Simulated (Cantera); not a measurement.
Charge: 1 mol C2H6, a varied amount of CO2, 3.3 mol N2, held at 13300 Pa.

Equilibrium computed with Cantera from the NASA thermochemical tables; the gas is ideal and each condensed phase is pure. Candidate condensed phases: C, C6H6, C7H8, C8H18, H2O; 136 gas species. The numbers say what is thermodynamically allowed, not how fast it happens.

Stable condensed phases, one row left out:

```
T in K \ n(CO2) in mol
         0.15 0.22 0.31 0.43 0.61 0.86  1.2  1.7  2.4  3.4  4.8
   2973     A    A    A    A    A    A    B    B    B    B    B
   2823     A    A    A    A    A    A    A    B    B    B    B
   2673     A    A    A    A    A    A    A    B    B    B    B
   2523     A    A    A    A    A    A    A    B    B    B    B
   2223     A    A    A    A    A    A    A    A    B    B    B
   2073     A    A    A    A    A    A    A    A    B    B    B
   1923     A    A    A    A    A    A    A    A    B    B    B
   1773     A    A    A    A    A    A    A    A    B    B    B
   1623     A    A    A    A    A    A    A    A    B    B    B
   1473     A    A    A    A    A    A    A    A    B    B    B
   1323     A    A    A    A    A    A    A    A    B    B    B
   1173     A    A    A    A    A    A    A    A    B    B    B
   1023     A    A    A    A    A    A    A    A    B    B    B
```

A: C; B: gas only.

### Question
Give the row for 2373 K.

### Answer
0.15: C; 0.22: C; 0.31: C; 0.43: C; 0.61: C; 0.86: C; 1.2: C; 1.7: C; 2.4: gas only; 3.4: gas only; 4.8: gas only.
